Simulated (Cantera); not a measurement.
Input (Python, Cantera):

```python
import numpy as np
import cantera as ct

gas = ct.Solution("gri30.yaml")
gas.TPX = 1725, 140000, {'CH4': 1, 'N2': 170, 'H2O': 6.5}
inlet = ct.Reservoir(gas, clone=True)

reactor = ct.IdealGasConstPressureReactor(gas, energy="off", clone=False)
exhaust = ct.Reservoir(gas, clone=True)
tau = [0.78, 0.46, 0.27, 0.16, 0.09, 0.053, 0.031, 0.018, 0.01, 0.0061, 0.0036][0]
for a, b in ((inlet, reactor), (reactor, exhaust)):
    ct.MassFlowController(a, b, mdot=lambda t: reactor.mass / tau)
net = ct.ReactorNet([reactor])
show = ['CH4', 'C2H', 'C2H2', 'H', 'H2', 'CH3']

rows = []
print(f"{'tau/s':>10s}{'T/K':>9s}" + "".join(f"{s:>11s}" for s in show))
for tau in [0.78, 0.46, 0.27, 0.16, 0.09, 0.053, 0.031, 0.018, 0.01, 0.0061, 0.0036]:
    net.initial_time = 0.0
    net.advance(30 * tau)
    before = gas.X
    net.advance(40 * tau)
    drift = np.max(np.abs(gas.X - before) / (gas.X + 1e-9))
    rows.append([gas.T, *gas[show].X, drift])
    print(f"{tau:10.3e}{gas.T:9.1f}" + "".join(f"{x:11.3e}" for x in gas[show].X))
```

Output:

```
     tau/s      T/K        CH4        C2H       C2H2          H         H2        CH3
 7.800e-01   1725.0  7.177e-04  4.947e-09  6.032e-04  1.839e-05  1.405e-02  1.887e-05
 4.600e-01   1725.0  8.855e-04  7.058e-09  8.222e-04  1.742e-05  1.270e-02  2.432e-05
 2.700e-01   1725.0  1.077e-03  9.351e-09  1.037e-03  1.625e-05  1.125e-02  3.098e-05
 1.600e-01   1725.0  1.295e-03  1.146e-08  1.209e-03  1.494e-05  9.824e-03  3.894e-05
 9.000e-02   1725.0  1.583e-03  1.320e-08  1.326e-03  1.337e-05  8.327e-03  4.968e-05
 5.300e-02   1725.0  1.905e-03  1.395e-08  1.346e-03  1.186e-05  7.052e-03  6.167e-05
 3.100e-02   1725.0  2.295e-03  1.368e-08  1.278e-03  1.031e-05  5.863e-03  7.597e-05
 1.800e-02   1725.0  2.752e-03  1.236e-08  1.124e-03  8.750e-06  4.743e-03  9.238e-05
 1.000e-02   1725.0  3.299e-03  9.939e-09  8.853e-04  7.076e-06  3.605e-03  1.112e-04
 6.100e-03   1725.0  3.775e-03  7.392e-09  6.537e-04  5.691e-06  2.708e-03  1.264e-04
 3.600e-03   1725.0  4.272e-03  4.580e-09  4.101e-04  4.264e-06  1.838e-03  1.391e-04
```

Cantera simulation using GRI-Mech 3.0 (53 species, 325 reactions); the numbers are that mechanism's predictions, not measurements.
